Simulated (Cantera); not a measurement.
Feed: 1 mol BF3, a varied amount of H2O, 1.7 mol H2, equilibrated at 502 °C and 0.143 Torr.

These are equilibrium values from Cantera (NASA tables, ideal gas, pure condensed phases), not measurements of a reactor. Candidate condensed phases: B, B2O3, B3O3H3, H2O; 43 gas species. Gases not in the tables: H3BO3. The numbers say what is thermodynamically allowed, not how fast it happens.

log p: log10 of the partial pressure in bar; n: condensed amount in mol.

```
n(H2O) (mol)  log p H2O  log p H2  log p HF  log p BF3  log p B3O3F3  log p (HBO2)3  log p BOF  n B2O3(l)
------------  ---------  --------  --------  ---------  ------------  -------------  ---------  ---------
0.78              -4.61     -4.05     -4.47      -4.41         -5.60          -7.87      -8.66        [?]
2.5               -4.18     -4.22     -4.36      -4.71         -5.91          -7.22      -8.76        [?]
4.3               -4.04     -4.35     -4.37      -4.95         -6.15          -7.02      -8.84        [?]
6                 -3.97     -4.45     -4.40      -5.14         -6.33          -6.91      -8.90        [?]
7.8               -3.93     -4.53     -4.43      -5.31         -6.51          -6.85      -8.96      0.321
9.5               -3.90     -4.59     -4.47      -5.46         -6.65          -6.80      -9.01      0.346
11                -3.88     -4.64     -4.50      -5.57         -6.77          -6.77      -9.05      0.363
```

Task: Some entries are withheld; supply them.

Result: 
- 0.78, n B2O3(l): 0.0583
- 2.5, n B2O3(l): 0.169
- 4.3, n B2O3(l): 0.240
- 6, n B2O3(l): 0.286
